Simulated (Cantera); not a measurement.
Source: NASA polynomial tables (part measured, part estimated), evaluated in Cantera. Values are per mole of reaction as written; species without (g) are pure solids or liquids, kept so even where they would boil at 1 bar.

Question: Between 300 and 2448 K, where is each reaction favourable under standard conditions?
- 6 BaF₂ + 6 NO(g) ⇌ N₂(g) + 4 NF₃(g) + 6 BaO

Answer: 
- 6 BaF₂ + 6 NO(g) ⇌ N₂(g) + 4 NF₃(g) + 6 BaO: ΔG° is 2941 kJ at 300 K and 3605 kJ at 2448 K; it stays positive (K < 1). ΔH° is 2888 kJ and ΔS° -293 J/K at 2448 K.
